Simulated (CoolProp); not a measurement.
Vapour-liquid equilibrium of ethanol (1) + n-heptane (2) at 410.5 K; x and y are mole fractions of (1).

Values from CoolProp's multi-fluid Helmholtz-energy mixture model, Schroeder 2014 and Span 2003; pair parameters Bell 2016.

```csv
x,bubble pressure (MPa),y at the bubble point,dew pressure at overall composition x (MPa),liquid density (mol/L)
0.05,0.3983,0.299,0.2958,5.891
0.125,0.5162,0.472,?,6.144
0.2,0.5878,?,0.3509,6.431
0.275,0.6322,0.594,0.3859,6.758
0.35,?,0.624,0.4278,7.135
0.425,0.6817,0.648,0.4786,7.570
0.5,0.6976,0.670,0.5403,8.076
0.575,0.7107,0.694,0.6128,8.664
0.65,0.7213,0.722,0.6834,9.349
0.725,0.7290,0.756,0.7223,10.15
0.8,0.7322,0.801,0.7322,11.09
0.875,0.7289,0.860,0.7272,12.19
0.95,0.7173,0.936,0.7147,13.50
```

Problem. What belongs in the gaps?

Solution. 
- 0.125, dew pressure at overall composition x (MPa): 0.3212
- 0.2, y at the bubble point: 0.550
- 0.35, bubble pressure (MPa): 0.6611

y crosses x between x = 0.8 and 0.875: the model has an azeotrope there.

The pair parameters rest on a limited set of measurements; away from them the model extrapolates. With so large a gap from Raoult's law the liquid may split in two, which this calculation doesn't test in full.
